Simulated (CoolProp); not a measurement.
Values from CoolProp's reference Helmholtz-energy equation of state, Thol 2014.

**Question.** For diethyl ether, give the phase and the density (kg/m³), cv (kJ/(kg K)), Joule-Thomson coefficient (K/MPa), isothermal compressibility (1/MPa) at 511 K and 4.65 MPa; 511 K and 9.29 MPa.

**Answer.** 
- 511 K and 4.65 MPa: supercritical; density 139, cv 2.33, Joule-Thomson coefficient 9.66, isothermal compressibility 0.413
- 511 K and 9.29 MPa: supercritical; density 391, cv 2.31, Joule-Thomson coefficient 1.84, isothermal compressibility 0.0538
